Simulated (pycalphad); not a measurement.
An equivalent pycalphad script:

```python
from pycalphad import Database, equilibrium, calculate, variables as v
import numpy as np
db = Database('COST507.tdb')
comps = ['MG', 'AL', 'SI', 'VA']
phases = ['ALMG_BETA', 'ALMG_EPS', 'ALMG_GAMMA', 'DIAMOND_A4', 'FCC_A1', 'HCP_A3', 'LIQUID', 'MG2SI']
eq = equilibrium(db, comps, phases, {v.X('AL'): 0.0123, v.X('SI'): 0.0036, v.T: np.arange(1650, 349, -50), v.P: 101325, v.N: 1}, output=['HM', 'SM'])
```

Source of the numbers: pycalphad with the COST 507 light-alloy database (1999); pressure 1 atm. No gas phase is included, though pure Mg would boil below 1650 K. These are 1990s assessments: newer ones move some temperatures and phases. Amounts are mole fractions of atoms. Kinetics are ignored, which matters at the lower temperatures.

Results at three of the temperatures:

```
T = 1550.00 K, P = 101325 Pa, N = 1 mol of atoms
G = -94360 J/mol, H = 47520 J/mol, S = 91.54 J/(mol K)  (SER reference)
chemical potentials (J/mol): Mg -93542, Al -138462, Si -167209
phase             fraction      x(Mg)      x(Al)      x(Si)
LIQUID              1.0000     0.9841     0.0123     0.0036
```

```
T = 1050.00 K, P = 101325 Pa, N = 1 mol of atoms
G = -51711 J/mol, H = 30395 J/mol, S = 78.20 J/(mol K)  (SER reference)
chemical potentials (J/mol): Mg -51092, Al -84866, Si -107654
phase             fraction      x(Mg)      x(Al)      x(Si)
LIQUID              1.0000     0.9841     0.0123     0.0036
```

```
T = 700.00 K, P = 101325 Pa, N = 1 mol of atoms
G = -28420 J/mol, H = 10770 J/mol, S = 55.99 J/(mol K)  (SER reference)
chemical potentials (J/mol): Mg -28070, Al -42591, Si -75871
phase             fraction      x(Mg)      x(Al)      x(Si)
HCP_A3              0.9892     0.9876     0.0124   3.56e-07
MG2SI               0.0108     0.6667       none     0.3333
```

Changes of the phase set, refined by bisection:

| T (K) | phases above | phases below |
|---|---|---|
| 912.9 | liquid | hcp + liquid |
| 898.6 | hcp + liquid | hcp + liquid + MG2SI |
| 888.4 | hcp + liquid + MG2SI | hcp + MG2SI |
| 395.4 | hcp + MG2SI | ALMG_GAMMA + hcp + MG2SI |

Database names, with the compositions (at.%) that they take in these runs: MG2SI: Mg 67 Si 33; ALMG_GAMMA: Mg 59 Al 41. HCP_A3 is hcp. An entry "none" or "no" means that the model of the phase leaves that element out.
